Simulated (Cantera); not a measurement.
What does this Cantera script print?

```python
import numpy as np
import cantera as ct

gas_names = [...]  # 151 gases of nasa_gas.yaml made of C, H, N, O, Si
cond_names = """
    C(gr) C6H6(L) C7H8(L) C8H18(L),n-octa H2O(s) H2O(L) Si(cr) Si(L) SiC(b) SiO2(Lqz) SiO2(hqz) SiO2(L)
    Si2N2O(s) Si3N4(a)
""".split()


# ... load() reads the species with a 1 bar reference pressure and builds the phases ...
atoms = {
    'SiC': {'Si': 1, 'C': 1},
    'H2O': {'H': 2, 'O': 1},
    'N2': {'N': 2},
}
top_T = {'C(gr)': 4500, 'SiC(b)': 3050, 'Si2N2O(s)': 2100, 'Si3N4(a)': 2400}  # K; cautious upper limits of use, not melting points


# ... equilibrate(T, P, feed) seeds the gas with the atoms and calls Mixture.equilibrate('TP', solver="vcs", rtol=1e-11, max_steps=5000) ...
results = []
feed = {'SiC': 1, 'H2O': 0.0011, 'N2': 2.3}  # mol
T = 1900  # K
P = 2.3  # Pa
mix = equilibrate(T, P, feed)
results.append((T, P, feed, dict(zip(mix.species_names, mix.species_moles))))
print(gas.report(threshold=1e-06))
for i in range(1, mix.n_phases):
    print(f"{mix.phase(i).name:16s} {mix.phase_moles(i):12.5e} mol")
```

It prints:

```
       temperature   1900 K
          pressure   2.3 Pa
           density   4.0795e-06 kg/m^3
  mean mol. weight   28.02 kg/kmol
   phase of matter   gas

                          1 kg             1 kmol
                     ---------------   ---------------
          enthalpy        2.2122e+06        6.1984e+07  J
   internal energy        1.6484e+06        4.6187e+07  J
           entropy             12103        3.3913e+05  J/K
    Gibbs function       -2.0784e+07       -5.8236e+08  J
 heat capacity c_p            1268.3             35539  J/K
 heat capacity c_v            971.61             27224  J/K

                      mass frac. Y      mole frac. X     chem. pot. / RT
                     ---------------   ---------------   ---------------
                CN        2.7331e-05        2.9434e-05           -21.393
                CO        0.00046389        0.00046405           -52.881
                 H        2.9967e-05        0.00083299           -20.291
               HCN        4.6755e-05        4.8474e-05           -41.684
               HNC        2.1947e-06        2.2754e-06           -41.684
                H2        1.8234e-06        2.5343e-05           -40.581
                N2           0.97712           0.97732           -37.472
                Si          0.020411          0.020364           -8.8828
              SiC2        0.00095793        0.00051511           -14.197
               SiN        4.8553e-05        3.2321e-05           -27.619
               SiO        5.3256e-06         3.385e-06           -59.107
               Si2        1.2185e-05        6.0783e-06           -17.766
              Si2C        0.00086885        0.00035706           -20.422
              Si2N        4.3506e-06        1.7371e-06           -36.502
     [ +137 minor]        2.2728e-06        1.5916e-06

C(gr)             4.63863e-02 mol
Si(L)             0.00000e+00 mol
SiC(b)            9.49064e-01 mol
SiO2(L)           0.00000e+00 mol
Si2N2O(s)         0.00000e+00 mol
Si3N4(a)          0.00000e+00 mol
```

These are equilibrium values from Cantera (NASA tables, ideal gas, pure condensed phases), not measurements of a reactor. The tables' values for SiN are old estimates; treat these amounts as uncertain.
